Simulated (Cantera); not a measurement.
**Ignition delay**

Mixture: 4.09 % CH4, 0.299 % C2H6, 0.311 % C3H8, 20.0 % O2, 75.3 % N2, equivalence ratio 0.54, at 2300000 Pa, adiabatic and at constant volume. Ignition delay is the time to a rise of 400 K.

Cantera simulation using GRI-Mech 3.0 (53 species, 325 reactions); the numbers are that mechanism's predictions, not measurements. The pressure lies above the range GRI-Mech 3.0 was tuned for (to about 10 atm).

```
T0 (K)  delay (ms)
------  ----------
1250         0.318
1325         0.131
1400        0.0575
1475        0.0273
1550        0.0139
1625       0.00762
1700       0.00448
```

```json
{
  "apparent activation energy between 1550 and 1700 K": "170 kJ/mol"
}
```
